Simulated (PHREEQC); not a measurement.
A made-up water analysis in mmol/kgw, 38 °C, pH 6.4, pe 0.8:

```
constituent           mmol/kgw
--------------------  --------
Na                         198
K                        0.147
Ca                        4.65
Mg                          24
Cl                         195
S(6)                      24.1
Alkalinity (meq/kgw)    0.0178
F                       0.0787
```

Valence states are taken as typed.

Equilibrium calculation in PHREEQC: ion-association model, wateq4f.dat.

### Question
The ionic strength comes out as 0.268 mol/kgw. What activity coefficients do K+, HCO3-, Mg+2, SO4-2, Ca+2 get?

### Answer
K+ 0.68, HCO3- 0.72, Mg+2 0.31, SO4-2 0.26, Ca+2 0.29.

No solid was allowed to form. At this temperature some constants are extrapolated from 25 °C, and those without enthalpy data are left unchanged.
